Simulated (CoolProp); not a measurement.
Vapour-liquid equilibrium of R143a (1) + fluoroethane (R161) (2) at 23.15 °C; x and y are mole fractions of (1).

Values from CoolProp's multi-fluid Helmholtz-energy mixture model, Lemmon and Jacobsen 2000 and Wu 2012; pair parameters Bell 2016.

**Question.** Give the bubble pressure and the first vapour's composition at x = 0.05, 0.25, 0.85. Is there an azeotrope?

**Answer.** x = 0.05: 897.0 kPa, y = 0.066; x = 0.25: 966.5 kPa, y = 0.302; x = 0.85: 1156 kPa, y = 0.875. No azeotrope shows between x = 0.05 and 0.95.

The pair parameters rest on a limited set of measurements; away from them the model extrapolates.
